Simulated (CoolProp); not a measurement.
Vapour-liquid equilibrium of toluene (1) + n-nonane (2) at 151.05 °C; x and y are mole fractions of (1).

Values from CoolProp's multi-fluid Helmholtz-energy mixture model, Lemmon 2006 and Lemmon 2006; pair parameters Bell 2016.

```tsv
x	bubble pressure (bar)	y at the bubble point	dew pressure at overall composition x (bar)	liquid density (mol/L)
0.05	1.137	0.141	1.059	4.846
0.2	1.471	0.427	1.194	5.172
0.35	1.775	0.602	1.364	5.541
0.5	2.048	0.723	1.586	5.965
0.65	2.295	0.816	1.877	6.458
0.8	2.525	0.896	2.251	7.037
0.95	2.747	0.974	2.680	7.726
```

No azeotrope shows between x = 0.05 and 0.95.

Pair parameters are fitted to limited data, so mixtures are less certain than the pure fluids.
